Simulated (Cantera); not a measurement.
Input: 1 mol SiO2, 0.98 mol CH4, 0.44 mol CO, equilibrated at 1552 °C and 1000 Pa.

Equilibrium computed with Cantera from the NASA thermochemical tables; the gas is ideal and each condensed phase is pure. Candidate condensed phases: C, C6H6, C7H8, C8H18, H2O, Si, SiC, SiO2; 123 gas species. The tables hold silica as quartz up to 1696 K and as liquid above; real silica turns to tridymite and cristobalite and melts near 1996 K. Rates play no part.

Base state: H2 0.446, CO 0.325, SiO 0.225, H 0.00294, H2O 0.000703, CO2 0.000131 (mole fractions); condensed: SiO2(condensed).

Problem. What changes in the equilibrium state with this change: SiO2 replaced by Ta2O5?

Solution. 
```json
[
 {"species": "H2", "before": "0.446", "after": "0.629"},
 {"species": "CO", "before": "0.325", "after": "0.367"},
 {"species": "H", "before": "0.00294", "after": "0.00349"},
 {"species": "SiO", "before": "0.225", "after": "0"},
 {"species": "H2O", "before": "0.000703", "after": "0.00101"},
 {"species": "CO2", "before": "0.000131", "after": "0.000150"},
 {"species": "SiO2(condensed), mol", "before": "0.0164", "after": "0"},
 {"species": "TaC(s), mol", "before": "0", "after": "0.281"},
 {"species": "Ta2O5(s), mol", "before": "0", "after": "0.859"}
]
```
Mutual solubility and eutectic melting of coexisting phases are not modelled. TaC: taken at fixed stoichiometry. Condensed phases not in the tables: Ta2C. Further candidate phases: Ta, TaC, Ta2O5.

Problem. What changes in the equilibrium state with this change: SiO2 replaced by CuO?

Solution. 
| species | before | after |
|---|---|---|
| H2 | 0.446 | 0.531 |
| CO | 0.325 | 0.388 |
| Cu | 0 | 0.0720 |
| SiO | 0.225 | 0 |
| Cu2 | 0 | 0.000154 |
| CO2 | 0.000131 | 0.000862 |
| H2O | 0.000703 | 0.00462 |
| SiO2(condensed), mol | 0.0164 | 0 |
| Cu(l), mol | 0 | 0.736 |
Further candidate phases: Cu, CuO, Cu(OH)2, Cu2O.
